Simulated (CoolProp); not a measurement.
Vapour-liquid equilibrium of R143a (1) + R1234yf (2) at 0.475 bar; x and y are mole fractions of (1).

Values from CoolProp's multi-fluid Helmholtz-energy mixture model, Lemmon and Jacobsen 2000 and Lemmon 2022; pair parameters Bell 2016.

| x | bubble temperature, mixture model (K) | bubble temperature, Raoult's law (K) | y, mixture model | y, Raoult's law |
|---|---|---|---|---|
| 0.05 | ___ | 226.5 | 0.118 | 0.110 |
| 0.2 | 222.5 | 223.1 | ___ | 0.373 |
| 0.35 | 219.6 | 220.2 | ___ | 0.566 |
| 0.5 | 217.2 | 217.7 | 0.705 | 0.711 |
| 0.65 | 215.1 | 215.5 | 0.812 | 0.822 |
| 0.8 | ___ | 213.5 | 0.901 | 0.910 |
| 0.95 | 211.6 | 211.7 | 0.977 | 0.980 |

Question: What belongs in the gaps?

Answer: 
- 0.05, bubble temperature, mixture model (K): 226.3
- 0.2, y, mixture model: 0.385
- 0.35, y, mixture model: 0.569
- 0.8, bubble temperature, mixture model (K): 213.3

The largest gap from Raoult's law is -0.6 K in bubble temperature, at x = 0.35. No azeotrope shows between x = 0.05 and 0.95.

The pair parameters rest on a limited set of measurements; away from them the model extrapolates.
